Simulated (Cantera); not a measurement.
A Cantera script and what it prints.

```python
import numpy as np
import cantera as ct

gas_names = """
    H2O PbO H O2 Pb
""".split()
cond_names = """
    Pb(cr) Pb(L)
""".split()


# ... load() reads the species with a 1 bar reference pressure and builds the phases ...
species = {s.name: s for s in load("nasa_gas.yaml", gas_names) + load("nasa_condensed.yaml", cond_names)}
# Each term lists the table entries of one substance; the one whose range holds T is used.
reactions = {
    'H2O(g) + Pb = PbO(g) + 2 H(g)':
        [(-1, ['H2O']), (-1, ['Pb(cr)', 'Pb(L)']), (1, ['PbO']), (2, ['H'])],
    'O2(g) + 2 Pb(g) = 2 PbO(g)':
        [(-1, ['O2']), (-2, ['Pb']), (2, ['PbO'])],
}


def pick(names, T):
    return next(species[n] for n in names if species[n].thermo.min_temp <= T <= species[n].thermo.max_temp)


results = []
for label, terms in reactions.items():
    print(label)
    print("     T/K   dH/kJ  dS/(J/K)   dG/kJ   log10 K")
    for T in [1798, 1873, 1948, 2023, 2098]:
        used = [(nu, pick(names, T)) for nu, names in terms]
        dH = sum(nu * s.thermo.h(T) for nu, s in used) / 1e6
        dS = sum(nu * s.thermo.s(T) for nu, s in used) / 1e3
        dG = dH - T * dS / 1e3
        logK = -dG * 1e6 / (ct.gas_constant * T * np.log(10))
        results.append((label, T, dH, dS, dG, logK, [s.name for _, s in used]))
        print(f"{T:8g} {dH:8.1f} {dS:8.1f} {dG:8.1f} {logK:8.2f}")
```

It prints:

```
H2O(g) + Pb = PbO(g) + 2 H(g)
     T/K   dH/kJ  dS/(J/K)   dG/kJ   log10 K
    1798    754.4    224.6    350.5   -10.18
    1873    754.4    224.6    333.7    -9.31
    1948    754.4    224.6    316.9    -8.50
    2023    754.4    224.6    300.0    -7.75
    2098    754.3    224.6    283.2    -7.05
O2(g) + 2 Pb(g) = 2 PbO(g)
     T/K   dH/kJ  dS/(J/K)   dG/kJ   log10 K
    1798   -255.1    -81.6   -108.3     3.15
    1873   -255.8    -82.0   -102.1     2.85
    1948   -256.6    -82.4    -96.0     2.57
    2023   -257.4    -82.9    -89.8     2.32
    2098   -258.4    -83.4    -83.5     2.08
```

Source: NASA polynomial tables (part measured, part estimated), evaluated in Cantera. Condensed species are held in their standard states even where they would react or evaporate.
